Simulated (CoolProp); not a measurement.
A single-stage vapour-compression cycle with CH2F2 (R32): evaporating at 208.15 K (dew point), condensing at 262.15 K (bubble point), superheat 5 K, subcooling 0 K, compressor efficiency 0.75, no pressure losses. Each further row changes one setting.

The numbers come from the reference Helmholtz-energy equation of state, Tillner-Roth 1997 in CoolProp.

```
case                              cooling COP  pressure ratio  discharge temperature (K)  refrigerating effect (kJ/kg)  volumetric capacity (kJ/m³)
--------------------------------  -----------  --------------  -------------------------  ----------------------------  ---------------------------
as stated                                2.22            11.5                      385.2                           312                          458
evaporating temperature 213.15 K   (withheld)      (withheld)                 (withheld)                    (withheld)                          604
condensing temperature 257.15 K          2.51            9.65                 (withheld)                           321                   (withheld)
subcooling 5 K                     (withheld)            11.5                      385.2                           321                          470
superheat 15 K                           2.18            11.5                      399.5                           320                          447
compressor efficiency 0.65               1.93            11.5                      406.4                           312                          458
```

**Question.** Complete the blanks.

**Answer.** 
- evaporating temperature 213.15 K, cooling COP: 2.58
- evaporating temperature 213.15 K, pressure ratio: 8.66
- evaporating temperature 213.15 K, discharge temperature (K): 369.7
- evaporating temperature 213.15 K, refrigerating effect (kJ/kg): 315
- condensing temperature 257.15 K, discharge temperature (K): 371.4
- condensing temperature 257.15 K, volumetric capacity (kJ/m³): 471
- subcooling 5 K, cooling COP: 2.28
